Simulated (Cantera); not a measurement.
# Pyrogenic steam for wet oxidation

An isothermal, constant-pressure homogeneous reactor starts with H₂ : O₂ : N₂ = 0.73 : 1 : 12 (molar parts), equivalence ratio 0.36, at 798 K and 750 Torr.

Detailed kinetics in Cantera: the H2/O2 subset of GRI-Mech 3.0, which has no nitrogen chemistry. Below about 950 K walls govern HO2 and H2O2 in real vessels. The temperature is held fixed by assumption; the heat of reaction is taken as removed at once.

| t (s) | x H₂ | x O₂ | x H₂O₂ | x OH | x HO₂ | x O |
|---|---|---|---|---|---|---|
| 3.00e-5 | 0.0532 | 0.0728 | <1e-12 | <1e-12 | <1e-12 | <1e-12 |
| 0.000125 | 0.0532 | 0.0728 | <1e-12 | <1e-12 | <1e-12 | <1e-12 |
| 0.000522 | 0.0532 | 0.0728 | <1e-12 | <1e-12 | 3.01e-12 | <1e-12 |
| 0.00218 | 0.0532 | 0.0728 | <1e-12 | <1e-12 | 1.27e-11 | <1e-12 |
| 0.00909 | 0.0532 | 0.0728 | <1e-12 | <1e-12 | 5.32e-11 | <1e-12 |
| 0.0379 | 0.0532 | 0.0728 | 8.11e-12 | <1e-12 | 2.23e-10 | <1e-12 |
| 0.158 | 0.0532 | 0.0728 | 1.41e-10 | <1e-12 | 9.52e-10 | <1e-12 |
| 0.660 | 0.0532 | 0.0728 | 2.58e-9 | <1e-12 | 4.66e-9 | <1e-12 |
| 2.75 | 0.0532 | 0.0728 | 8.94e-8 | <1e-12 | 5.51e-8 | <1e-12 |
| 11.5 | 0.0531 | 0.0728 | 5.91e-6 | 1.06e-11 | 5.31e-7 | 9.58e-12 |
| 47.9 | 0.0504 | 0.0714 | 0.000192 | 3.72e-10 | 2.98e-6 | 2.56e-10 |
| 200 | 0.0189 | 0.0564 | 0.000156 | 8.39e-10 | 2.76e-6 | 4.07e-10 |
x: mole fraction; the columns are a selection and need not sum to one.

Equilibrium at this temperature and pressure: H₂ <1e-12, O₂ 0.0475, H₂O₂ 1.33e-12, OH 4.20e-10, HO₂ 3.95e-12, O <1e-12 (gas phase only).
